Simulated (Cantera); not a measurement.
## CuO + C + CO (carbothermic reduction)

Charge: 1 mol CuO, 0.59 mol C, 0.036 mol CO, equilibrated at 1000 K and 43.0 mbar.

Cantera equilibrium calculation (NASA polynomials, part measured and part estimated; ideal gas, pure solids and liquids). Candidate condensed phases: C, Cu, CuO, Cu2O; 15 gas species. Kinetics and transport are ignored.

```
Item                                         Value
--------------------------------------  ----------
x(CO2)                                       0.655
x(CO)                                        0.345
n(Cu(s))                                  1.00 mol
gas amount                              0.6260 mol
log10 activity of C(graphite) (absent)       -2.35
```
